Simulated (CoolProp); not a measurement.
R141b along the isotherm 226.85 °C: density (kg/m³) from the reference equation and from simpler models built on Tc = 204.4 °C, pc = 4.212 MPa, ω = 0.220; each cubic takes its own stable root.

Values from CoolProp's reference Helmholtz-energy equation of state, Lemmon 2006. It is a short technical equation, of lower accuracy than the large ones.

```json
[
 {"p (MPa)": "0.175", "phase": "gas", "reference": "4.981", "van der Waals": "4.978", "Redlich-Kwong": "4.985", "Soave-Redlich-Kwong": "4.984", "Peng-Robinson": "4.992"},
 {"p (MPa)": "0.351", "phase": "gas", "reference": "10.11", "van der Waals": "10.10", "Redlich-Kwong": "10.13", "Soave-Redlich-Kwong": "10.12", "Peng-Robinson": "10.16"},
 {"p (MPa)": "0.526", "phase": "gas", "reference": "15.35", "van der Waals": "15.32", "Redlich-Kwong": "15.38", "Soave-Redlich-Kwong": "15.37", "Peng-Robinson": "15.44"},
 {"p (MPa)": "0.702", "phase": "gas", "reference": "20.75", "van der Waals": "20.70", "Redlich-Kwong": "20.81", "Soave-Redlich-Kwong": "20.79", "Peng-Robinson": "20.92"},
 {"p (MPa)": "0.877", "phase": "gas", "reference": "26.27", "van der Waals": "26.19", "Redlich-Kwong": "26.37", "Soave-Redlich-Kwong": "26.33", "Peng-Robinson": "26.55"},
 {"p (MPa)": "1.05", "phase": "gas", "reference": "31.89", "van der Waals": "31.76", "Redlich-Kwong": "32.03", "Soave-Redlich-Kwong": "31.97", "Peng-Robinson": "32.28"},
 {"p (MPa)": "1.23", "phase": "gas", "reference": "37.91", "van der Waals": "37.73", "Redlich-Kwong": "38.11", "Soave-Redlich-Kwong": "38.02", "Peng-Robinson": "38.46"},
 {"p (MPa)": "1.4", "phase": "gas", "reference": "43.78", "van der Waals": "43.54", "Redlich-Kwong": "44.04", "Soave-Redlich-Kwong": "43.92", "Peng-Robinson": "44.50"},
 {"p (MPa)": "1.58", "phase": "gas", "reference": "50.21", "van der Waals": "49.89", "Redlich-Kwong": "50.53", "Soave-Redlich-Kwong": "50.37", "Peng-Robinson": "51.13"},
 {"p (MPa)": "1.75", "phase": "gas", "reference": "56.49", "van der Waals": "56.09", "Redlich-Kwong": "56.89", "Soave-Redlich-Kwong": "56.68", "Peng-Robinson": "57.63"},
 {"p (MPa)": "1.93", "phase": "gas", "reference": "63.40", "van der Waals": "62.88", "Redlich-Kwong": "63.87", "Soave-Redlich-Kwong": "63.60", "Peng-Robinson": "64.79"},
 {"p (MPa)": "2.11", "phase": "gas", "reference": "70.58", "van der Waals": "69.94", "Redlich-Kwong": "71.14", "Soave-Redlich-Kwong": "70.80", "Peng-Robinson": "72.27"}
]
```
